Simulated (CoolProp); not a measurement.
Vapour-liquid equilibrium of acetone (1) + toluene (2) at 0.565 MPa; x and y are mole fractions of (1).

Values from CoolProp's multi-fluid Helmholtz-energy mixture model, Lemmon 2006 and Lemmon 2006; pair parameters Bell 2016.

### Question
Give the bubble temperature and the first vapour's composition at x = 0.2, 0.5, 0.8. Is there an azeotrope?

### Answer
x = 0.2: 430.1 K, y = 0.499; x = 0.5: 409.5 K, y = 0.775; x = 0.8: 396.9 K, y = 0.921. No azeotrope shows between x = 0.05 and 0.95.

The pair parameters rest on a limited set of measurements; away from them the model extrapolates.
